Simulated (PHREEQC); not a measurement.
**Reverse-osmosis permeate: speciation**

A made-up water analysis in mmol/kgw, 70 °C, pH 6.23, pe 8.7:

```csv
constituent,mmol/kgw
Na,0.72
K,0.0149
Ca,0.663
Mg,8.88e-05
Cl,0.324
S(6),0.0432
Alkalinity (meq/kgw),1.72
Br,0.0639
```

Valence states are taken as typed.

Computed with PHREEQC (ion-association model, phreeqc.dat).

This is a speciation only: nothing precipitates in the calculation.

Problem. What specific conductance, charge-balance error does the model give?

Solution. specific conductance 468 µS/cm; charge-balance error -3.2 %.

Problem. In which forms is S present?

Solution. SO4-2 91 %, CaSO4 8.5 % of the S.

Away from 25 °C the constants follow the database's enthalpies or fits; those with neither stay at their 25 °C values.
